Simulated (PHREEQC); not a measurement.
Consider water at 25 °C with 0.0032 mol NaHSO4, 0.00031 mol Na2SO4 and 0.028 mol NaCl per kg of water. Closed to the air; pH follows from the charge balance.

Computed with PHREEQC (Pitzer model, pitzer.dat).

Each row changes one thing in this solution. This is a speciation only: nothing precipitates in the calculation.

```csv
case,pH,SO4-2 (mol/kgw),HSO4- (mol/kgw),SI of Mirabilite (Na2SO4:10H2O),SI of Halite (NaCl)
as made,2.62,0.00312,0.000386,-4.76,-4.79
temperature from 25 to 20 °C,2.62,0.00316,0.000346,-4.52,-4.77
NaHSO4 from 0.0032 to 0.0064 mol/kgw,2.37,(withheld),0.00118,-4.47,-4.76
Na2SO4 from 0.00031 to 0.000279 mol/kgw,2.62,0.00310,0.000383,-4.76,-4.79
Na2SO4 from 0.00031 to 3.1e-05 mol/kgw,2.62,0.00287,0.000360,-4.81,-4.79
diluted 100-fold with water,4.51,(withheld),9.71e-8,-10.27,-8.65
NaCl replaced by MgCl2 at the same molality,2.62,0.00327,0.000237,(withheld),-5.46
NaHSO4 left out,7.00,0.000310,1.72e-9,-5.80,-4.82
Na2SO4 left out,2.62,0.00284,0.000357,-4.81,-4.79
```

### Question
Complete the blanks.

### Answer

- NaHSO4 from 0.0032 to 0.0064 mol/kgw, SO4-2 (mol/kgw): 0.00553
- diluted 100-fold with water, SO4-2 (mol/kgw): 3.50e-5
- NaCl replaced by MgCl2 at the same molality, SI of Mirabilite (Na2SO4:10H2O): -6.89

Species that the database lacks are ignored.
